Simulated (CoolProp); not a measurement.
C2F6 (R116) at 293.15 K and 0.217 MPa is compressed adiabatically to 0.883 MPa with isentropic efficiency 0.75. Each further row changes one setting.

Computed with CoolProp (reference Helmholtz-energy equation of state, Lemmon 2006). It is a short technical equation, of lower accuracy than the large ones.

```json
[
 {"case": "as stated", "work (kJ/kg)": "…", "final temperature (K)": "…", "final density (kg/m³)": "…"},
 {"case": "efficiency 1", "work (kJ/kg)": "…", "final temperature (K)": "…", "final density (kg/m³)": "47.7"},
 {"case": "efficiency 0.65", "work (kJ/kg)": "…", "final temperature (K)": "…", "final density (kg/m³)": "…"}
]
```

**Question.** What belongs in the gaps?

**Answer.** 
- as stated, work (kJ/kg): 33.5
- as stated, final temperature (K): 339.0
- as stated, final density (kg/m³): 46.0
- efficiency 1, work (kJ/kg): 25.2
- efficiency 1, final temperature (K): 329.2
- efficiency 0.65, work (kJ/kg): 38.7
- efficiency 0.65, final temperature (K): 344.9
- efficiency 0.65, final density (kg/m³): 45.0
